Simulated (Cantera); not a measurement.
## Thermodynamics of carbothermic reduction, feed Cu2O + C + N2 + CH4

Charge: 1 mol Cu2O, 0.46 mol C, 12 mol N2, 3.3 mol CH4, equilibrated at 75.0 Torr.

These are equilibrium values from Cantera (NASA tables, ideal gas, pure condensed phases), not measurements of a reactor. Candidate condensed phases: C, C6H6, C7H8, C8H18, Cu, CuO, Cu(OH)2, Cu2O, H2O; 139 gas species. Equilibrium is a limit: real reactors are often held back by kinetics, nucleation or transport.

```csv
T (°C),log p N2,log p H2,log p CO,log p Cu,log p HCN,log p H,n C(graphite),n Cu(s),n Cu(l)
927,-1.21,-1.47,-2.29,-7.91,-5.47,-7.44,2.76,2.00,0
1027,-1.21,-1.47,-2.29,-6.80,-5.03,-6.69,2.76,2.00,0
1127,-1.21,-1.47,-2.29,-5.87,-4.65,-6.05,2.75,0,2.00
1227,-1.21,-1.47,-2.29,-5.08,-4.32,-5.49,2.75,0,2.00
1327,-1.21,-1.47,-2.29,-4.40,-4.03,-5.00,2.74,0,1.99
1427,-1.21,-1.47,-2.29,-3.80,-3.78,-4.57,2.73,0,1.97
1527,-1.22,-1.48,-2.29,-3.27,-3.56,-4.18,2.70,0,1.89
```
log p: log10 of the partial pressure in bar; n: condensed amount in mol.

From 927 °C to 1027 °C the condensed part is C(graphite) + Cu(s). From 1127 °C to 1527 °C the condensed part is C(graphite) + Cu(l). The main Cu-bearing gas is Cu throughout.
